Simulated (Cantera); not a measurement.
Si₃N₄ + C + N₂ + Si (sublimation and decomposition of ceramics)

Charge: 1 mol Si₃N₄, 0.024 mol C, 0.027 mol N₂, 0.0032 mol Si, at 900 Torr.

Cantera equilibrium calculation (NASA polynomials, part measured and part estimated; ideal gas, pure solids and liquids). Candidate condensed phases: C, Si, SiC, Si₃N₄; 20 gas species. Mutual solubility and eutectic melting of coexisting phases are not modelled. The tables' values for SiN are old estimates; treat these amounts as uncertain. Equilibrium is a limit: real reactors are often held back by kinetics, nucleation or transport.

At 2075 K the condensed part is SiC(s) + Si₃N₄(s). From 2175 K to 2675 K the condensed part is Si(l) + SiC(s). From 2775 K to 2975 K the condensed part is Si(l). The main Si-bearing gas is Si throughout.

```json
[
 {"T (K)": "2075", "x N₂": "1.000", "x Si": "4.24e-5", "x Si₂C": "1.58e-6", "x SiN": "1.02e-5", "x Si₂": "2.62e-7", "x Si₂N": "6.25e-6", "x SiC₂": "5.05e-8", "x Si₃": "2.70e-8", "n SiC(s)": "0.0240", "n Si₃N₄(s)": "0.993", "n Si(l)": "0"},
 {"T (K)": "2175", "x N₂": "1.000", "x Si": "0.000240", "x Si₂C": "1.29e-5", "x SiN": "4.67e-5", "x Si₂": "3.66e-6", "x Si₂N": "5.27e-5", "x SiC₂": "2.07e-7", "x Si₃": "7.24e-7", "n SiC(s)": "0.0240", "n Si₃N₄(s)": "0", "n Si(l)": "2.98"},
 {"T (K)": "2275", "x N₂": "0.999", "x Si": "0.000621", "x Si₂C": "4.66e-5", "x SiN": "9.95e-5", "x Si₂": "1.15e-5", "x Si₂N": "0.000104", "x SiC₂": "1.41e-6", "x Si₃": "2.17e-6", "n SiC(s)": "0.0239", "n Si₃N₄(s)": "0", "n Si(l)": "2.98"},
 {"T (K)": "2375", "x N₂": "0.998", "x Si": "0.00148", "x Si₂C": "0.000150", "x SiN": "0.000199", "x Si₂": "3.24e-5", "x Si₂N": "0.000192", "x SiC₂": "8.09e-6", "x Si₃": "5.88e-6", "n SiC(s)": "0.0236", "n Si₃N₄(s)": "0", "n Si(l)": "2.97"},
 {"T (K)": "2475", "x N₂": "0.995", "x Si": "0.00328", "x Si₂C": "0.000439", "x SiN": "0.000375", "x Si₂": "8.42e-5", "x Si₂N": "0.000338", "x SiC₂": "4.03e-5", "x Si₃": "1.47e-5", "n SiC(s)": "0.0229", "n Si₃N₄(s)": "0", "n Si(l)": "2.97"},
 {"T (K)": "2575", "x N₂": "0.990", "x Si": "0.00682", "x Si₂C": "0.00118", "x SiN": "0.000671", "x Si₂": "0.000203", "x Si₂N": "0.000566", "x SiC₂": "0.000176", "x Si₃": "3.41e-5", "n SiC(s)": "0.0207", "n Si₃N₄(s)": "0", "n Si(l)": "2.96"},
 {"T (K)": "2675", "x N₂": "0.980", "x Si": "0.0134", "x Si₂C": "0.00292", "x SiN": "0.00115", "x Si₂": "0.000456", "x Si₂N": "0.000910", "x SiC₂": "0.000688", "x Si₃": "7.39e-5", "n SiC(s)": "0.0148", "n Si₃N₄(s)": "0", "n Si(l)": "2.94"},
 {"T (K)": "2775", "x N₂": "0.961", "x Si": "0.0252", "x Si₂C": "0.00649", "x SiN": "0.00188", "x Si₂": "0.000965", "x Si₂N": "0.00140", "x SiC₂": "0.00224", "x Si₃": "0.000151", "n SiC(s)": "0", "n Si₃N₄(s)": "0", "n Si(l)": "2.90"},
 {"T (K)": "2875", "x N₂": "0.938", "x Si": "0.0451", "x Si₂C": "0.00709", "x SiN": "0.00296", "x Si₂": "0.00193", "x Si₂N": "0.00209", "x SiC₂": "0.00181", "x Si₃": "0.000294", "n SiC(s)": "0", "n Si₃N₄(s)": "0", "n Si(l)": "2.85"},
 {"T (K)": "2975", "x N₂": "0.901", "x Si": "0.0777", "x Si₂C": "0.00747", "x SiN": "0.00448", "x Si₂": "0.00370", "x Si₂N": "0.00300", "x SiC₂": "0.00140", "x Si₃": "0.000545", "n SiC(s)": "0", "n Si₃N₄(s)": "0", "n Si(l)": "2.75"}
]
```
x: gas mole fraction; n: condensed amount in mol.
